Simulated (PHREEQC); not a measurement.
A made-up water analysis in mg/kgw, 25 °C, pH 4.2, pe 11.7:

| constituent | mg/kgw |
|---|---|
| Na | 3940 |
| K | 532 |
| Ca | 214 |
| Mg | 320 |
| Cl | 1890 |
| S(6) as SO4 | 7720 |
| Li | 0.392 |
| Zn | 47.2 |
| Mn(2) | 16.6 |

Cl is adjusted to close the charge balance.
Valence states are taken as typed.

The numbers come from PHREEQC with the ion-association model, phreeqc.dat.

* **ionic strength**: 0.258 mol/kgw
* **activity of water**: 0.994
* **specific conductance**: 16900 µS/cm
* **density**: 1.010 g/cm³
* **total alkalinity**: -0.207 meq/kg

```json
[
 {"species": "Na+", "molality": "0.159", "activity": "0.117", "log γ": "-0.133"},
 {"species": "Cl-", "molality": "0.0635", "activity": "0.0443", "log γ": "-0.157"},
 {"species": "SO4-2", "molality": "0.0570", "activity": "0.0152", "log γ": "-0.575"},
 {"species": "K+", "molality": "0.0124", "activity": "0.00856", "log γ": "-0.160"},
 {"species": "NaSO4-", "molality": "0.0122", "activity": "0.00890", "log γ": "-0.136"},
 {"species": "MgSO4", "molality": "0.00685", "activity": "0.00727", "log γ": "0.026"},
 {"species": "Mg+2", "molality": "0.00631", "activity": "0.00205", "log γ": "-0.489"},
 {"species": "Ca+2", "molality": "0.00303", "activity": "0.000910", "log γ": "-0.522"},
 {"species": "CaSO4", "molality": "0.00231", "activity": "0.00245", "log γ": "0.026"},
 {"species": "KSO4-", "molality": "0.00125", "activity": "0.000911", "log γ": "-0.136"},
 {"species": "Zn+2", "molality": "0.000306", "activity": "8.32e-5", "log γ": "-0.565"},
 {"species": "ZnSO4", "molality": "0.000278", "activity": "0.000296", "log γ": "0.026"},
 {"species": "Mn+2", "molality": "0.000164", "activity": "4.96e-5", "log γ": "-0.518"}
]
```

No solid was allowed to form. Complexes and solids missing from the database can't appear.
